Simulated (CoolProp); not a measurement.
Properties of n-nonane along the isobar 0.101 MPa.

Computed with CoolProp (reference Helmholtz-energy equation of state, Lemmon 2006). It is a short technical equation, of lower accuracy than the large ones.

| T (K) | phase | density (kg/m³) | cv (kJ/(kg K)) | expansivity (1/kK) | viscosity (µPa s) | conductivity (mW/(m K)) |
|---|---|---|---|---|---|---|
| 531.6 | gas | 3.003 | 2.566 | 2.057 | 9.50 | 32.9 |
| 537.8 | gas | 2.965 | 2.588 | 2.026 | 9.61 | 33.6 |
| 544 | gas | 2.928 | 2.610 | 1.995 | 9.72 | 34.3 |
| 550.2 | gas | 2.892 | 2.631 | 1.966 | 9.83 | 35.1 |
| 556.5 | gas | 2.857 | 2.653 | 1.937 | 9.94 | 35.8 |
| 562.7 | gas | 2.823 | 2.673 | 1.910 | 10.0 | 36.6 |
| 568.9 | gas | 2.790 | 2.694 | 1.884 | 10.2 | 37.3 |
| 575.1 | gas | 2.758 | 2.715 | 1.858 | 10.3 | 38.0 |
| 581.3 | gas | 2.727 | 2.735 | 1.834 | 10.4 | 38.8 |
| 587.6 | gas | 2.696 | 2.755 | 1.809 | 10.5 | 39.6 |
| 593.8 | gas | 2.666 | 2.775 | 1.786 | 10.6 | 40.3 |
| 600 | gas | 2.636 | 2.795 | 1.764 | 10.7 | 41.1 |

Viscosity comes from a separate model (Huber 2004). Thermal conductivity comes from a separate model (Huber 2005).
